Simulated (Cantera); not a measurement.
An isothermal plug-flow reactor at 1050 K and 1.01 bar (inlet), inlet velocity 1.4 m/s, active area per volume 130 1/m; feed CH4 : O2 : N2 = 0.0025 : 0.18 : 0.79 (molar parts), equivalence ratio 0.028.

Computed with Cantera and Deutschmann's 1995 Pt surface mechanism with GRI-Mech 3.0 gas chemistry. Catalytic surfaces can have several steady states; this one follows from the mechanism file's or the stated starting coverage. Mass transfer to the wall is taken as infinitely fast.

Task: Predict: x(CH4) at z = 0.012 m; x(O2) at z = 0.012 m; x(H2O) at z = 0.012 m; x(CO2) at z = 0.012 m; x(CO) at z = 0.012 m; θ(free Pt) at the exit; θ(O*) at the exit.

Result: 
| Quantity | Value |
|---|---|
| x(CH4) at z = 0.012 m | 0.00233 |
| x(O2) at z = 0.012 m | 0.185 |
| x(H2O) at z = 0.012 m | 0.000483 |
| x(CO2) at z = 0.012 m | 0.000239 |
| x(CO) at z = 0.012 m | 1.39e-6 |
| θ(free Pt) at the exit | 0.217 |
| θ(O*) at the exit | 0.782 |
